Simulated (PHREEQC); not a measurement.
Dissolve 0.064 mol CuCl2 and 0.68 mol H3BO3 per kg of water at 25 °C and 100 atm. Closed to the air; pH follows from the charge balance.

Model: ion-association model, phreeqc.dat, run in PHREEQC.

Precipitation was switched off in this run.

**Question.** Estimate the pH, ionic strength, activity of water.

**Answer.** pH 4.32; ionic strength 0.179 mol/kgw; activity of water 0.985.

**Question.** In which forms is Cu present?

**Answer.** Cu+2 90 %, CuCl+ 9.7 % of the Cu.

Complexes and solids missing from the database can't appear. Under pressure, the constants of complexes without a molar volume in the database are unreliable.
